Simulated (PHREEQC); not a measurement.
Model water analysis in mg/L, 14 °C, pH 8.4, pe 11.2:

| constituent | mg/L |
|---|---|
| Na | 2.49 |
| K | 47.8 |
| Ca | 34.4 |
| Mg | 20.4 |
| Cl | 92.1 |
| S(6) as SO4 | 45.9 |
| Alkalinity as HCO3 | 76.5 |
| Br | 5 |
| Pb | 3.69 |

Valence states are taken as typed.

Model: ion-association model, phreeqc.dat, run in PHREEQC.

No solid was allowed to form.

Predict the specific conductance, charge-balance error.

specific conductance 421 µS/cm; charge-balance error -1.2 %.

In which forms is Ca present?

Ca+2 95 %, CaSO4 3.3 %, CaCO3 0.9 %, CaHCO3+ 0.8 % of the Ca.

The solution is supersaturated, for example in Pb(OH)2, Cerussite, so a real one may precipitate; this is no full list. Away from 25 °C the constants follow the database's enthalpies or fits; those with neither stay at their 25 °C values.
